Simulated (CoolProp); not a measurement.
Vapour-liquid equilibrium of benzene (1) + n-decane (2) at 0.0241 MPa; x and y are mole fractions of (1).

Model: multi-fluid Helmholtz-energy mixture model, Thol 2012 and Lemmon 2006; pair parameters Bell 2016, in CoolProp.

Task: Give the bubble temperature and the first vapour's composition at x = 0.05, 0.35, 0.5. Is there an azeotrope?

Result: x = 0.05: 108.3 °C, y = 0.474; x = 0.35: 62.9 °C, y = 0.951; x = 0.5: 54.5 °C, y = 0.975. No azeotrope shows between x = 0.05 and 0.95.

The pair parameters rest on a limited set of measurements; away from them the model extrapolates.
